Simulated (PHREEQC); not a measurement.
Nickel, zinc or cadmium bath: an equilibrium model

Dissolve 0.0012 mol/kgw ZnSO4 and 8.3e-05 mol/kgw H2SO4 at 25 °C. Closed to the air; pH follows from the charge balance.

Equilibrium calculation in PHREEQC: ion-association model, wateq4f.dat.

Each row changes one thing in this solution. No solid was allowed to form.

```json
[
 {"case": "as made", "pH": "3.84", "ionic strength (mol/kgw)": "0.00440", "SO4-2 (mol/kgw)": "0.00111", "HSO4- (mol/kgw)": "1.26e-5"},
 {"case": "ZnSO4 left out", "pH": "3.79", "ionic strength (mol/kgw)": "___", "SO4-2 (mol/kgw)": "8.18e-5", "HSO4- (mol/kgw)": "1.22e-6"},
 {"case": "ZnSO4 from 0.0012 to 0.0018 mol/kgw", "pH": "3.86", "ionic strength (mol/kgw)": "0.00624", "SO4-2 (mol/kgw)": "___", "HSO4- (mol/kgw)": "1.65e-5"},
 {"case": "H2SO4 from 8.3e-05 to 0.00083 mol/kgw", "pH": "2.86", "ionic strength (mol/kgw)": "0.00613", "SO4-2 (mol/kgw)": "0.00165", "HSO4- (mol/kgw)": "___"},
 {"case": "H2SO4 replaced by Al2(SO4)3 at the same molality", "pH": "4.64", "ionic strength (mol/kgw)": "___", "SO4-2 (mol/kgw)": "0.00119", "HSO4- (mol/kgw)": "2.12e-6"}
]
```

Question: Some entries are withheld; supply them.

Answer: 
- ZnSO4 left out, ionic strength (mol/kgw): 0.000247
- ZnSO4 from 0.0012 to 0.0018 mol/kgw, SO4-2 (mol/kgw): 0.00157
- H2SO4 from 8.3e-05 to 0.00083 mol/kgw, HSO4- (mol/kgw): 0.000173
- H2SO4 replaced by Al2(SO4)3 at the same molality, ionic strength (mol/kgw): 0.00479

Complexes and solids missing from the database can't appear. Some of these states are supersaturated (in Basaluminite, Boehmite (slow to form), for instance).
